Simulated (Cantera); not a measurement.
Cantera run:

```python
import numpy as np
import cantera as ct

gas_names = """
    C CH CH2 CH3 CH2OH CH3O CH4 CH3OH CO CO2 COOH C2 C2H CHCO,ketyl C2H2,acetylene C2H2,vinylidene
    CH2CO,ketene C2H3,vinyl CH3CO,acetyl C2H4 C2H4O,ethylen CH3CHO,ethanal CH3COOH (HCOOH)2 C2H5 C2H6
    CH3OCH3 C2H5OH C2O C3 C3H3,propargyl C3H4,allene C3H4,propyne C3H4,cyclo- C3H5,allyl C3H6,propylene
    C3H6,cyclo- C3H6O C3H7,n-propyl C3H7,i-propyl C3H8 C3H8O,1propanol C3H8O,2propanol C3O2 C4 C4H2
    C4H4,1,3-cyclo- C4H6,butadiene C4H6,2-butyne C4H6,cyclo- C4H8,1-butene C4H8,cis2-buten
    C4H8,tr2-butene C4H8,isobutene C4H8,cyclo- (CH3COOH)2 C4H9,n-butyl C4H9,i-butyl C4H9,s-butyl
    C4H9,t-butyl C4H10,isobutane C4H10,n-butane C5 C5H6,1,3cyclo- C5H8,cyclo- C5H10,1-pentene
    C5H10,cyclo- C5H11,pentyl C5H11,t-pentyl C5H12,n-pentane C5H12,i-pentane CH3C(CH3)2CH3 C6H2
    C6H5,phenyl C6H5O,phenoxy C6H6 C6H5OH,phenol C6H10,cyclo- C6H12,1-hexene C6H12,cyclo- C6H13,n-hexyl
    C7H7,benzyl C7H8 C7H8O,cresol C7H14,1-heptene C7H15,n-heptyl C7H16,n-heptane C8H8,styrene
    C8H10,ethylbenz C8H16,1-octene C8H17,n-octyl C8H18,isooctane C8H18,n-octane C9H19,n-nonyl
    C10H8,naphthale C10H21,n-decyl C12H9,o-bipheny C12H10,bipheny H HCO HO2 H2 HCHO,formaldehy HCOOH H2O
    H2O2 O OH O2 O3
""".split()
cond_names = """
    C(gr) C6H6(L) C7H8(L) C8H18(L),n-octa H2O(s) H2O(L)
""".split()


def load(file, names, dense=False):
    # The tables refer to 1 bar. Condensed volumes are neglected.
    table = {s.name: s for s in ct.Species.list_from_file(file)}
    out = []
    for n in names:
        d = dict(table[n].input_data)
        d["thermo"] = dict(d["thermo"], **{"reference-pressure": 1e5})
        if dense:
            d["equation-of-state"] = {"model": "constant-volume", "density": "1e6 g/cm^3"}
        out.append(ct.Species.from_dict(d))
    return out


gas = ct.Solution(thermo="ideal-gas", species=load("nasa_gas.yaml", gas_names))
cond = {s.name: ct.Solution(thermo="fixed-stoichiometry", species=[s], name=s.name)
        for s in load("nasa_condensed.yaml", cond_names, dense=True)}
atoms = {
    'C2H6': {'C': 2, 'H': 6},
    'CO2': {'C': 1, 'O': 2},
    'H2': {'H': 2},
}
top_T = {'C(gr)': 4500}  # K; cautious upper limits of use, not melting points


def equilibrate(T, P, feed):
    n = {}
    for name, mol in feed.items():
        for a, k in atoms[name].items():
            n[a] = n.get(a, 0.0) + k * mol
    gas.TPX = T, P, n
    mass = sum(n.values()) * gas.mean_molecular_weight
    gas.equilibrate("TP")
    valid = [c for c in cond.values() if c.min_temp <= T <= top_T.get(c.name, c.max_temp)]
    mix = ct.Mixture([(gas, mass / gas.mean_molecular_weight)] + [(c, 0.0) for c in valid])
    mix.T, mix.P = T, P
    mix.equilibrate("TP", solver="vcs", rtol=1e-11, max_steps=5000)
    return mix


results = []
feed = {'C2H6': 1, 'CO2': 0.02, 'H2': 15}  # mol
P = 37  # Pa
for T in [650, 850, 1050, 1250, 1450, 1650, 1850, 2050, 2250, 2450, 2650, 2850]:
    mix = equilibrate(T, P, feed)
    results.append((T, P, feed, dict(zip(mix.species_names, mix.species_moles))))
    x = sorted(zip(gas.X, gas.species_names), reverse=True)
    print(f"T = {T:g} K  P = {P:g} Pa  gas = {mix.phase_moles(0):.4g} mol")
    print("   x: " + "  ".join(f"{s} {v:.3e}" for v, s in x if v > 0.001))
    print("   condensed (mol): " + ("  ".join(f"{mix.phase(i).name} {mix.phase_moles(i):.4g}"
          for i in range(1, mix.n_phases) if mix.phase_moles(i) > 1e-12) or "none"))
```

It prints:

```
T = 650 K  P = 37 Pa  gas = 17.85 mol
   x: H2 9.884e-01  CH4 9.403e-03  CO 1.139e-03  H2O 1.063e-03
   condensed (mol): C(gr) 1.831
T = 850 K  P = 37 Pa  gas = 18.04 mol
   x: H2 9.976e-01  CO 2.212e-03
   condensed (mol): C(gr) 1.976
T = 1050 K  P = 37 Pa  gas = 18.04 mol
   x: H2 9.978e-01  CO 2.217e-03
   condensed (mol): C(gr) 1.98
T = 1250 K  P = 37 Pa  gas = 18.04 mol
   x: H2 9.978e-01  CO 2.217e-03
   condensed (mol): C(gr) 1.98
T = 1450 K  P = 37 Pa  gas = 18.04 mol
   x: H2 9.973e-01  CO 2.217e-03
   condensed (mol): C(gr) 1.98
T = 1650 K  P = 37 Pa  gas = 18.08 mol
   x: H2 9.930e-01  H 4.706e-03  CO 2.212e-03
   condensed (mol): C(gr) 1.978
T = 1850 K  P = 37 Pa  gas = 18.29 mol
   x: H2 9.700e-01  H 2.758e-02  CO 2.187e-03
   condensed (mol): C(gr) 1.971
T = 2050 K  P = 37 Pa  gas = 19.1 mol
   x: H2 8.860e-01  H 1.110e-01  CO 2.094e-03
   condensed (mol): C(gr) 1.944
T = 2250 K  P = 37 Pa  gas = 21.45 mol
   x: H2 6.779e-01  H 3.179e-01  C2H2,acetylene 2.269e-03  CO 1.865e-03
   condensed (mol): C(gr) 1.879
T = 2450 K  P = 37 Pa  gas = 26.38 mol
   x: H 6.301e-01  H2 3.640e-01  C2H2,acetylene 3.175e-03  CO 1.516e-03
   condensed (mol): C(gr) 1.735
T = 2650 K  P = 37 Pa  gas = 32.49 mol
   x: H 8.551e-01  H2 1.231e-01  C3 1.209e-02  C 3.144e-03  C2H2,acetylene 2.417e-03  C2H 1.625e-03  CO 1.231e-03  C2 1.147e-03
   condensed (mol): C(gr) 0.3458
T = 2850 K  P = 37 Pa  gas = 35.77 mol
   x: H 9.363e-01  H2 3.429e-02  C 1.280e-02  C3 1.156e-02  C2 2.715e-03  CO 1.118e-03
   condensed (mol): none
```

These are equilibrium values from Cantera (NASA tables, ideal gas, pure condensed phases), not measurements of a reactor.
